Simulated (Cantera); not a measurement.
Mixture: CO : H2 : O2 : N2 = 1 : 0.73 : 0.865 : 3.25 (molar parts), equivalence ratio 1.0, at 510 Torr, adiabatic and at constant pressure. Ignition delay is the time to a rise of 400 K.

Cantera simulation using GRI-Mech 3.0 (53 species, 325 reactions); the numbers are that mechanism's predictions, not measurements. Where the delays flatten at high temperature, the 400 K rule measures the pace of heat release, not the induction time.

### Question
What does this change do: 0.32 parts H2O added?

### Answer
| quantity | before | after |
|---|---|---|
| delay at 1173 K | 0.105 ms | 0.114 ms |
| delay at 1273 K | 73.2 µs | 76.0 µs |
| delay at 1373 K | 58.5 µs | 59.1 µs |
| delay at 1473 K | 52.3 µs | 51.6 µs |
| delay at 1573 K | 51.5 µs | 49.6 µs |
| delay at 1673 K | 54.4 µs | 51.4 µs |

### Question
What does this change do: N2 3.25 to 2.5 parts?

### Answer
```tsv
quantity	before	after
delay at 1173 K	0.105 ms	88.7 µs
delay at 1273 K	73.2 µs	60.2 µs
delay at 1373 K	58.5 µs	46.9 µs
delay at 1473 K	52.3 µs	40.7 µs
delay at 1573 K	51.5 µs	38.7 µs
delay at 1673 K	54.4 µs	39.8 µs
```
